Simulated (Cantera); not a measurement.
Charge: 1 mol FeS2, 1.2 mol SO3, 3 mol N2, at 14.0 mbar.

Equilibrium computed with Cantera from the NASA thermochemical tables; the gas is ideal and each condensed phase is pure. Candidate condensed phases: Fe, FeO, FeS, FeSO4, FeS2, Fe2O3, Fe2(SO4)3, Fe3O4, S; 19 gas species. Metal and sulfide melt together well below either melting point, which pure phases cannot show. Mutual solubility and eutectic melting of coexisting phases are not modelled. The tables' stoichiometric FeO is somewhat more stable than real wüstite, so its field is too wide. FeO, FeS: taken at fixed stoichiometry. Gases not in the tables: S3 to S7. The numbers say what is thermodynamically allowed, not how fast it happens.

x: gas mole fraction; n: condensed amount in mol.

```tsv
T (°C)	x N2	x SO2	x S2	x SO	x S2O	n FeS(s)	n Fe3O4(s)	n FeO(s)	n FeO(l)
602	0.600	0.360	0.0392	6.32e-6	0.00113	1.00	0	0	0
702	0.600	0.360	0.0392	3.51e-5	0.00107	1.00	0	0	0
802	0.600	0.359	0.0392	0.000142	0.00103	1.00	0	0	0
902	0.599	0.349	0.0505	0.000474	(withheld)	0.930	0.0233	0	0
1002	0.592	0.328	0.0767	0.00135	(withheld)	0.739	0	0.261	0
1102	0.581	0.284	0.129	0.00330	(withheld)	0.363	0	0.637	0
1202	0.571	0.243	0.177	0.00677	0.00233	0	0	1.000	0
1302	0.570	0.240	0.175	0.0126	0.00225	0	0	1.000	0
1402	0.568	0.234	0.173	0.0215	0.00216	0	0	0	1.000
```

Some entries are withheld; supply them.


- 902, x S2O: 0.00118
- 1002, x S2O: 0.00152
- 1102, x S2O: 0.00203
